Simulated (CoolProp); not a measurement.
Values from CoolProp's reference Helmholtz-energy equation of state, Lemmon 2016.

Task: For R227EA, give the phase and the density (kg/m³), cv (kJ/(kg K)), conductivity (mW/(m K)), Prandtl number at 414.5 K and 15.6 MPa; 426.6 K and 15.6 MPa; 450.8 K and 15.6 MPa.

Result: 
- 414.5 K and 15.6 MPa: supercritical; density 1080, cv 0.977, conductivity 48.8, Prandtl number 2.74
- 426.6 K and 15.6 MPa: supercritical; density 1030, cv 0.990, conductivity 47.6, Prandtl number 2.54
- 450.8 K and 15.6 MPa: supercritical; density 939, cv 1.01, conductivity 45.9, Prandtl number 2.17

Viscosity comes from a separate model (Huber 2003), an estimate that may be off by 10 % or more. Thermal conductivity comes from a separate model (Huber 2003), an estimate that may be off by 10 % or more.
